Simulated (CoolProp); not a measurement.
Values from CoolProp's reference Helmholtz-energy equation of state, Schmidt 1985.

Problem. For oxygen, give the phase and the cp (kJ/(kg K)), conductivity (mW/(m K)) at -17.95 °C and 0.517 MPa.

Solution. 
- -17.95 °C and 0.517 MPa: gas; cp 0.925, conductivity 23.1

Thermal conductivity comes from a separate model (Lemmon 2004).
